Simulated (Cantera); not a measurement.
Charge: 1 mol CO2, 0.071 mol H2, 7.7 mol O2, at 100 Torr.

Equilibrium computed with Cantera from the NASA thermochemical tables; the gas is ideal and each condensed phase is pure. Candidate condensed phases: C, C6H6, C7H8, C8H18, H2O; 110 gas species. The numbers say what is thermodynamically allowed, not how fast it happens.

### Question
At 2175 K, list the 4 most abundant gas species with their mole fractions, and the condensed phases.

### Answer
O2 0.871, CO2 0.112, H2O 0.00667, O 0.00589. Condensed: gas only.
